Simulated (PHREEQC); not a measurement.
Alkaline etch or developer (model solution)

Solution (39 °C): 3 mmol/kgw NH3. Closed to the air; pH follows from the charge balance.

Model: ion-association model, phreeqc.dat, run in PHREEQC.

```yaml
pH: 9.92
ionic_strength: 0.000232 mol/kgw
total_alkalinity: 3.00 meq/kg
```

```json
[
 {"species": "NH3", "molality": "0.00277", "activity": "0.00277", "log γ": "0.000"},
 {"species": "OH-", "molality": "0.000232", "activity": "0.000228", "log γ": "-0.008"},
 {"species": "NH4+", "molality": "0.000232", "activity": "0.000228", "log γ": "-0.008"}
]
```

Precipitation was switched off in this run. Complexes and solids missing from the database can't appear. Constants without temperature data keep their 25 °C values here.
